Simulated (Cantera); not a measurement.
Input (Python, Cantera):

```python
import numpy as np
import cantera as ct

surf = ct.Interface("ptcombust.yaml", "Pt_surf")
gas = surf.adjacent["gas"]
gas.TPX = 300, 4100, {'CH4': 0.055, 'O2': 0.059, 'N2': 0.79}
jet = ct.ImpingingJet(gas=gas, width=0.036, surface=surf)
jet.inlet.mdot, jet.inlet.T, jet.inlet.X = 0.13, 300, {'CH4': 0.055, 'O2': 0.059, 'N2': 0.79}
jet.set_refine_criteria(ratio=10, slope=0.2, curve=0.3)
show, cover = ['CH4', 'O2', 'H2O', 'OH', 'CO', 'CO2'], ["PT(S)", "H(S)", "O(S)", "OH(S)", "CO(S)", "C(S)"]

rows = []
print(f"{'Ts/K':>7s}" + "".join(f"{s:>11s}" for s in show + cover) + "   (gas at the wall, coverages)")
for i, Ts in enumerate([900, 950, 1000, 1050, 1100, 1150, 1200]):
    jet.surface.T = Ts
    if i == 0:
        surf.TP = Ts, 4100
        surf.coverages = "PT(S):0.5, O(S):0.5"
        surf.advance_coverages(1.0)
        jet.set_initial_guess(products="inlet")
    jet.solve(loglevel=0, auto=(i == 0))
    rows.append([*(jet.X[gas.species_index(s), -1] for s in show), *surf[cover].coverages])
    print(f"{Ts:7g}" + "".join(f"{x:11.3e}" for x in rows[-1]))
```

Output:

```
   Ts/K        CH4         O2        H2O         OH         CO        CO2      PT(S)       H(S)       O(S)      OH(S)      CO(S)       C(S)   (gas at the wall, coverages)
    900  2.401e-02  9.096e-03  6.339e-02  3.773e-11  3.852e-02  1.141e-04  5.761e-01  8.786e-04  6.724e-07  1.877e-06  1.776e-01  2.454e-01
    950  1.974e-02  7.409e-03  6.213e-02  1.037e-10  4.292e-02  1.123e-04  6.674e-01  1.313e-03  5.307e-07  1.495e-06  1.068e-01  2.244e-01
   1000  1.499e-02  5.623e-03  6.054e-02  3.396e-10  4.773e-02  2.082e-04  7.998e-01  1.527e-03  7.267e-07  1.681e-06  7.506e-02  1.236e-01
   1050  1.236e-02  4.719e-03  5.931e-02  1.193e-09  5.022e-02  4.607e-04  9.029e-01  1.480e-03  1.393e-06  2.152e-06  4.784e-02  4.782e-02
   1100  1.142e-02  4.460e-03  5.843e-02  4.002e-09  5.079e-02  9.256e-04  9.539e-01  1.316e-03  2.841e-06  2.731e-06  2.745e-02  1.731e-02
   1150  1.117e-02  4.457e-03  5.756e-02  1.226e-08  5.041e-02  1.668e-03  9.768e-01  1.146e-03  5.577e-06  3.355e-06  1.539e-02  6.627e-03
   1200  1.117e-02  4.551e-03  5.651e-02  3.416e-08  4.946e-02  2.761e-03  9.875e-01  1.000e-03  1.033e-05  3.999e-06  8.741e-03  2.729e-03
```

Model: Deutschmann's 1995 Pt surface mechanism with GRI-Mech 3.0 gas chemistry, integrated in Cantera. Catalytic surfaces can have several steady states; this one follows from the mechanism file's or the stated starting coverage.
